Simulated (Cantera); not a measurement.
Feed: 1 mol Si2H6, 3.2 mol HCl, 400 mol H2, held at 900 K and 1.10 bar.

Cantera equilibrium calculation (NASA polynomials, part measured and part estimated; ideal gas, pure solids and liquids). Candidate condensed phases: Si; 19 gas species. The feed counts by its element totals alone. The numbers say what is thermodynamically allowed, not how fast it happens.

Base state: H2 0.997, SiHCl3 0.00127, HCl 0.00126, SiCl4 0.000563, SiH2Cl2 0.000271, SiH3Cl 1.41e-5 (mole fractions); condensed: Si(s).

Problem. What changes in the equilibrium state with this change: temperature from 900 K to 1175 K?

Solution. 
```tsv
species	before	after
H2	0.997	0.993
HCl	0.00126	0.00650
SiHCl3	0.00127	0.000218
SiCl2	2.15e-6	9.71e-5
SiCl4	0.000563	6.06e-5
Si(s), mol	1.14	1.79
```
The tables' values for SiCl3 are old estimates; treat these amounts as uncertain.

Problem. What changes in the equilibrium state with this change: temperature from 900 K to 1673.15 K?

Solution. 
```json
[
 {"species": "H2", "before": "0.997", "after": "0.992"},
 {"species": "HCl", "before": "0.00126", "after": "0.00746"},
 {"species": "SiCl2", "before": "2.15e-6", "after": "0.000202"},
 {"species": "SiHCl3", "before": "0.00127", "after": "5.27e-7"},
 {"species": "H", "before": "<1e-9", "after": "0.000108"},
 {"species": "SiCl4", "before": "0.000563", "after": "2.21e-8"},
 {"species": "Si(s), mol", "before": "1.14", "after": "1.91"}
]
```
Gases not in the tables: Si2H6 and higher silanes.
